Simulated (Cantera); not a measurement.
A closed system holds: 1 mol Si, 2.5 mol H2O, 2.4 mol H2, held at 75.0 Torr.

Equilibrium computed with Cantera from the NASA thermochemical tables; the gas is ideal and each condensed phase is pure. Candidate condensed phases: H2O, Si, SiO2; 18 gas species. The tables hold silica as quartz up to 1696 K and as liquid above; real silica turns to tridymite and cristobalite and melts near 1996 K. Gases not in the tables: Si(OH)4. Equilibrium is a limit: real reactors are often held back by kinetics, nucleation or transport.

Question: Which condensed phases are stable at each of these points (T (K)): 1198, 1248, 1298, 1348, 1398, 1448, 1498, 1548, 1598, 1648, 1698, 1748?

Answer: 
```json
[
 {"T (K)": "1198", "condensed phases": "SiO2(β-quartz)", "Si condensed (%)": "100.0"},
 {"T (K)": "1248", "condensed phases": "SiO2(β-quartz)", "Si condensed (%)": "100.0"},
 {"T (K)": "1298", "condensed phases": "SiO2(β-quartz)", "Si condensed (%)": "100.0"},
 {"T (K)": "1348", "condensed phases": "SiO2(β-quartz)", "Si condensed (%)": "100.0"},
 {"T (K)": "1398", "condensed phases": "SiO2(β-quartz)", "Si condensed (%)": "100.0"},
 {"T (K)": "1448", "condensed phases": "SiO2(β-quartz)", "Si condensed (%)": "100.0"},
 {"T (K)": "1498", "condensed phases": "SiO2(β-quartz)", "Si condensed (%)": "100.0"},
 {"T (K)": "1548", "condensed phases": "SiO2(β-quartz)", "Si condensed (%)": "100.0"},
 {"T (K)": "1598", "condensed phases": "SiO2(β-quartz)", "Si condensed (%)": "100.0"},
 {"T (K)": "1648", "condensed phases": "SiO2(β-quartz)", "Si condensed (%)": "100.0"},
 {"T (K)": "1698", "condensed phases": "SiO2(condensed)", "Si condensed (%)": "100.0"},
 {"T (K)": "1748", "condensed phases": "SiO2(condensed)", "Si condensed (%)": "100.0"}
]
```

From 1198 K to 1648 K the condensed part is SiO2(β-quartz). From 1698 K to 1748 K the condensed part is SiO2(condensed).
